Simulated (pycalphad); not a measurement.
Computed with pycalphad from the COST 507 light-alloy database (1999), at 1 atm. The database dates from 1999; later assessments differ in places, in temperatures and in the compounds included. Phase fractions are per mole of atoms. Diffusion is slow at the low end, where real alloys seldom reach equilibrium.

Question: Give the equilibrium state of Mg-2.73Al-0.32Si (at.%) at 427 °C.

Answer: hcp, fraction 0.990, with 2.8 Al, <0.01 Si at.%; MG2SI, fraction 0.010, with no Al, 33.3 Si at.%.

Question: Give the equilibrium state of Mg-2.73Al-0.32Si (at.%) at 177 °C.

Answer: 
```
T = 450.00 K, P = 101325 Pa, N = 1 mol of atoms
G = -15920 J/mol, H = 3883 J/mol, S = 44.01 J/(mol K)  (SER reference)
chemical potentials (J/mol): Mg -15629, Al -19848, Si -70437
phase             fraction      x(Mg)      x(Al)      x(Si)
HCP_A3              0.9768     0.9778     0.0222   1.15e-11
ALMG_GAMMA          0.0136     0.5865     0.4135       none
MG2SI               0.0096     0.6667       none     0.3333
```

Database names, with the compositions (at.%) that they take in these runs: MG2SI: Mg 67 Si 33; ALMG_GAMMA: Mg 59 Al 41. HCP_A3 is hcp. An entry "none" or "no" means that the model of the phase leaves that element out.
